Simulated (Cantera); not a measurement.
A freely propagating, adiabatic, planar premixed flame of H₂ : O₂ : N₂ = 1 : 0.847 : 3.19 (molar parts), equivalence ratio 0.59, unburnt at 450 K and 5.00 bar; mixture-averaged transport, grid criteria slope 0.08 and curve 0.16, no radiation.

Cantera simulation using the H2/O2 subset of GRI-Mech 3.0, which has no nitrogen chemistry; the numbers are that mechanism's predictions, not measurements. The hydrogen kinetics of GRI-Mech 3.0 are dated; newer H2 mechanisms differ, most at raised pressure. Burning velocities carry a grid error of a few per cent, more on coarse grids. Lean hydrogen flames are cellular in practice and burn faster than this planar one.

### Question
Predict: laminar burning velocity; thermal thickness; peak x(OH); peak x(H); peak x(H₂O₂); peak x(O).

### Answer
| Property | Value |
|---|---|
| laminar burning velocity | 92.7 cm/s |
| thermal thickness | 0.0752 mm |
| peak x(OH) | 0.00556 |
| peak x(H) | 0.00251 |
| peak x(H₂O₂) | 0.000188 |
| peak x(O) | 0.00267 |
